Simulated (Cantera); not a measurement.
A perfectly stirred reactor is fed with CH4 : O2 : N2 = 1 : 2.78 : 10.4 (molar parts), at 1000000 Pa; it is adiabatic with a 575 K inlet, and is followed from long to short residence time, starting on the burning branch (τ in s: 0.047, 0.02, 0.0088, 0.0038, 0.0017, 0.00072, 0.00031, 0.00013, 5.8e-05, 2.5e-05, 1.1e-05).

Computed with Cantera and GRI-Mech 3.0 (53 species, 325 reactions).

### Question
What does this change do: 0.64 parts CO2 added?

### Answer
```
quantity                                                                      before                               after
------------------------------------------------  ----------------------------------  ----------------------------------
blow-out, bracketed by the residence times tried  burning at 58.0 µs, out at 25.0 µs  burning at 58.0 µs, out at 25.0 µs
x(CH4) at τ = 47.0 ms                                                        2.01e-6                             3.19e-6
x(O2) at τ = 47.0 ms                                                          0.0545                              0.0524
x(C2H2) at τ = 47.0 ms                                                      1.26e-10                            4.32e-10
x(HO2) at τ = 47.0 ms                                                        3.14e-6                             2.26e-6
x(H) at τ = 47.0 ms                                                          1.03e-5                             4.84e-6
x(CH4) at τ = 0.720 ms                                                       7.04e-5                             9.31e-5
x(O2) at τ = 0.720 ms                                                         0.0556                              0.0538
x(C2H2) at τ = 0.720 ms                                                      6.22e-8                             1.08e-7
x(HO2) at τ = 0.720 ms                                                       8.56e-6                             1.03e-5
x(H) at τ = 0.720 ms                                                         6.89e-5                             5.81e-5
```

### Question
What does this change do: pressure from 1000000 Pa to 36000 Pa?

### Answer
| quantity | before | after |
|---|---|---|
| blow-out, bracketed by the residence times tried | burning at 58.0 µs, out at 25.0 µs | burning at 0.310 ms, out at 0.130 ms |
| x(CH4) at τ = 47.0 ms | 2.01e-6 | 1.10e-5 |
| x(O2) at τ = 47.0 ms | 0.0545 | 0.0553 |
| x(C2H2) at τ = 47.0 ms | 1.26e-10 | 3.56e-10 |
| x(HO2) at τ = 47.0 ms | 3.14e-6 | 1.65e-6 |
| x(H) at τ = 47.0 ms | 1.03e-5 | 0.000521 |
| x(CH4) at τ = 0.720 ms | 7.04e-5 | 0.000284 |
| x(O2) at τ = 0.720 ms | 0.0556 | 0.0631 |
| x(C2H2) at τ = 0.720 ms | 6.22e-8 | 1.79e-8 |
| x(HO2) at τ = 0.720 ms | 8.56e-6 | 1.02e-5 |
| x(H) at τ = 0.720 ms | 6.89e-5 | 0.00734 |
